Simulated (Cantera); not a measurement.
Feed: 1 mol Al, 0.73 mol Cl₂, 3.2 mol N₂, equilibrated at 627 °C and 133 Pa.

Method: chemical equilibrium by Gibbs-energy minimisation in Cantera with the NASA 1993 tables (ideal gas, pure condensed phases). Candidate condensed phases: Al, AlCl₃, AlN; 11 gas species. Equilibrium is a limit: real reactors are often held back by kinetics, nucleation or transport.

Base state: N₂ 0.858, AlCl₃ 0.142, Al₂Cl₆ 1.26e-5 (mole fractions); condensed: AlN(s).

Question: What changes in the equilibrium state with this change: temperature from 627 °C to 1127 °C?

Answer: 
| species | before | after |
|---|---|---|
| N₂ | 0.858 | 0.848 |
| AlCl₃ | 0.142 | 0.126 |
| AlCl | <1e-9 | 0.0139 |
| AlCl₂ | 5.82e-7 | 0.0123 |
| Cl | <1e-9 | 2.08e-5 |
| Al₂Cl₆ | 1.26e-5 | 4.48e-8 |
| AlN(s), mol | 0.513 | 0.466 |
The tables' values for AlCl₂ are old estimates; treat these amounts as uncertain.
